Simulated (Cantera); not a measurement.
An isothermal plug-flow reactor at 625 K and 2.40 bar (inlet), inlet velocity 0.08 m/s, active area per volume 1300 1/m; feed H₂ : O₂ : N₂ = 0.015 : 0.2 : 0.79 (molar parts), equivalence ratio 0.037.

Cantera simulation using Deutschmann's 1995 Pt surface mechanism with GRI-Mech 3.0 gas chemistry; the numbers are that mechanism's predictions, not measurements. Catalytic surfaces can have several steady states; this one follows from the mechanism file's or the stated starting coverage. Mass transfer to the wall is taken as infinitely fast.

**Question.** What does this change do: inlet velocity 0.08 to 0.37 m/s?

**Answer.** 
| quantity | before | after |
|---|---|---|
| x(H₂) at z = 0.0077 m | 8.33e-6 | 0.000125 |
| x(O₂) at z = 0.0077 m | 0.193 | 0.193 |
| x(H₂O) at z = 0.0077 m | 0.0150 | 0.0149 |
| θ(O*) at the exit | 0.997 | 0.996 |
| θ(OH*) at the exit | 0.00180 | 0.00248 |
